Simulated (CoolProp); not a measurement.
Fluorine at 293.15 K and 3.75 MPa is throttled through a valve to 0.129 MPa with no heat exchange. Each further row changes one setting.

Computed with CoolProp (reference Helmholtz-energy equation of state, de Reuck 1990).

```tsv
case	temperature change (K)	final density (kg/m³)
as stated	…	…
outlet pressure 0.0387 MPa	…	…
outlet pressure 0.168 MPa	…	…
```

Task: Complete the blanks.

Result: 
- as stated, temperature change (K): -7.1
- as stated, final density (kg/m³): 2.06
- outlet pressure 0.0387 MPa, temperature change (K): -7.3
- outlet pressure 0.0387 MPa, final density (kg/m³): 0.619
- outlet pressure 0.168 MPa, temperature change (K): -7.0
- outlet pressure 0.168 MPa, final density (kg/m³): 2.69
